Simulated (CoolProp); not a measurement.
CH3F (R41) at several states: fugacity coefficient from the reference equation and from simpler models built on Tc = 317.3 K, pc = 5.906 MPa, ω = 0.200; each cubic takes its own stable root.

Model: reference Helmholtz-energy equation of state, Lemmon 2006, in CoolProp. It is a short technical equation, of lower accuracy than the large ones.

```json
[
 {"T (K)": "169", "p (MPa)": "4.25", "phase": "liquid", "reference": "0.004942", "Soave-Redlich-Kwong": "___", "Peng-Robinson": "___"},
 {"T (K)": "309.8", "p (MPa)": "0.357", "phase": "gas", "reference": "0.9744", "Soave-Redlich-Kwong": "___", "Peng-Robinson": "0.9755"},
 {"T (K)": "410.6", "p (MPa)": "17.6", "phase": "supercritical", "reference": "___", "Soave-Redlich-Kwong": "0.6920", "Peng-Robinson": "0.6491"},
 {"T (K)": "313.3", "p (MPa)": "17.9", "phase": "liquid", "reference": "0.2579", "Soave-Redlich-Kwong": "0.3001", "Peng-Robinson": "0.2793"},
 {"T (K)": "301.8", "p (MPa)": "0.32", "phase": "gas", "reference": "0.9749", "Soave-Redlich-Kwong": "0.9784", "Peng-Robinson": "0.9763"},
 {"T (K)": "351.3", "p (MPa)": "7.95", "phase": "supercritical", "reference": "0.6629", "Soave-Redlich-Kwong": "___", "Peng-Robinson": "0.6707"}
]
```

**Question.** Fill in the missing entries.

**Answer.** 
- 169, Soave-Redlich-Kwong: 0.004663
- 169, Peng-Robinson: 0.004831
- 309.8, Soave-Redlich-Kwong: 0.9778
- 410.6, reference: 0.6250
- 351.3, Soave-Redlich-Kwong: 0.6986
